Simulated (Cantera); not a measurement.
**Ignition delay**

Mixture: CH4 : O2 : N2 = 1 : 2.63 : 9.89 (molar parts), equivalence ratio 0.76, at 1.00 bar, adiabatic and at constant pressure. Ignition delay is the time to a rise of 400 K.

Computed with Cantera and GRI-Mech 3.0 (53 species, 325 reactions).

```csv
T0 (K),delay (ms)
1023,645
1098,186
1173,58.8
1248,20.3
1323,7.62
1398,3.11
1473,1.39
1548,0.679
1623,0.363
1698,0.210
```

The apparent activation energy between 1548 and 1698 K comes out as 170 kJ/mol.
